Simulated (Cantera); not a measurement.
A Cantera script and what it prints.

```python
import numpy as np
import cantera as ct

gas_names = """
    H H2 Si SiH SiH2 SiH3 SiH4 Si2 Si3
""".split()
cond_names = """
    Si(cr) Si(L)
""".split()


# ... load() reads the species with a 1 bar reference pressure and builds the phases ...
atoms = {
    'Si': {'Si': 1},
    'H2': {'H': 2},
}
top_T = {}  # K; cautious upper limits of use, not melting points


# ... equilibrate(T, P, feed) seeds the gas with the atoms and calls Mixture.equilibrate('TP', solver="vcs", rtol=1e-11, max_steps=5000) ...
results = []
feed = {'Si': 1, 'H2': 0.77}  # mol
T = 1675  # K
P = 18000  # Pa
mix = equilibrate(T, P, feed)
results.append((T, P, feed, dict(zip(mix.species_names, mix.species_moles))))
print(gas.report(threshold=1e-06))
for i in range(1, mix.n_phases):
    print(f"{mix.phase(i).name:16s} {mix.phase_moles(i):12.5e} mol")
```

Output:

```
       temperature   1675 K
          pressure   18000 Pa
           density   0.0026058 kg/m^3
  mean mol. weight   2.0162 kg/kmol
   phase of matter   gas

                          1 kg             1 kmol
                     ---------------   ---------------
          enthalpy         2.089e+07        4.2117e+07  J
   internal energy        1.3982e+07        2.8191e+07  J
           entropy             97599        1.9678e+05  J/K
    Gibbs function       -1.4259e+08       -2.8748e+08  J
 heat capacity c_p             16386             33036  J/K
 heat capacity c_v             12262             24721  J/K

                      mass frac. Y      mole frac. X     chem. pot. / RT
                     ---------------   ---------------   ---------------
                 H         0.0001368        0.00027363           -10.323
                H2           0.99963           0.99971           -20.645
                Si        3.3584e-05         2.411e-06           -4.8643
               SiH        2.4782e-05        1.7174e-06           -15.187
              SiH2        0.00016783        1.1241e-05            -25.51
     [   +4 minor]        4.4096e-06        2.6698e-07

Si(cr)            9.99988e-01 mol
```

These are equilibrium values from Cantera (NASA tables, ideal gas, pure condensed phases), not measurements of a reactor. Gases not in the tables: Si2H6 and higher silanes.
